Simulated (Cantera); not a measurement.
Input (Python, Cantera) and output of one run.

```python
import numpy as np
import cantera as ct

gas_names = [...]  # 130 gases of nasa_gas.yaml made of C, H, Mg, O, S
cond_names = """
    C(gr) C6H6(L) C7H8(L) C8H18(L),n-octa H2O(s) H2O(L) H2SO4(L) Mg(cr) Mg(L) MgCO3(s) MgO(s) MgO(L)
    MgO2H2(s) MgS(s) MgSO4(s) MgSO4(L) S(cr1) S(cr2) S(L)
""".split()


# ... load() reads the species with a 1 bar reference pressure and builds the phases ...
atoms = {
    'MgSO4': {'Mg': 1, 'S': 1, 'O': 4},
    'H2O': {'H': 2, 'O': 1},
    'CO2': {'C': 1, 'O': 2},
}
top_T = {'C(gr)': 4500, 'MgS(s)': 2250}  # K; cautious upper limits of use, not melting points


# ... equilibrate(T, P, feed) seeds the gas with the atoms and calls Mixture.equilibrate('TP', solver="vcs", rtol=1e-11, max_steps=5000) ...
results = []
feed = {'MgSO4': 1, 'H2O': 0.076, 'CO2': 1.2}  # mol
T = 1525  # K
P = 180  # Pa
mix = equilibrate(T, P, feed)
results.append((T, P, feed, dict(zip(mix.species_names, mix.species_moles))))
print(gas.report(threshold=1e-05))
for i in range(1, mix.n_phases):
    print(f"{mix.phase(i).name:16s} {mix.phase_moles(i):12.5e} mol")
```

It prints:

```
       temperature   1525 K
          pressure   180 Pa
           density   0.00068642 kg/m^3
  mean mol. weight   48.353 kg/kmol
   phase of matter   gas

                          1 kg             1 kmol
                     ---------------   ---------------
          enthalpy       -4.6428e+06       -2.2449e+08  J
   internal energy        -4.905e+06       -2.3717e+08  J
           entropy            7462.5        3.6083e+05  J/K
    Gibbs function       -1.6023e+07       -7.7476e+08  J
 heat capacity c_p              1110             53670  J/K
 heat capacity c_v            938.01             45355  J/K

                      mass frac. Y      mole frac. X     chem. pot. / RT
                     ---------------   ---------------   ---------------
                CO        9.8402e-05        0.00016987           -50.533
               CO2           0.39326           0.43207           -68.469
               H2O          0.010154          0.027253           -55.341
                 O         1.874e-05        5.6637e-05           -17.936
                OH        8.3123e-05        0.00023633           -36.639
                O2           0.11912              0.18           -35.872
                SO        1.0383e-05        1.0446e-05           -47.393
               SO2            0.4769           0.35998           -65.329
               SO3        0.00035367        0.00021361           -83.265
     [ +121 minor]        2.1331e-07         5.122e-06

C(gr)             0.00000e+00 mol
Mg(L)             0.00000e+00 mol
MgO(s)            1.00000e+00 mol
MgS(s)            0.00000e+00 mol
MgSO4(L)          0.00000e+00 mol
S(L)              0.00000e+00 mol
```

Equilibrium computed with Cantera from the NASA thermochemical tables; the gas is ideal and each condensed phase is pure.
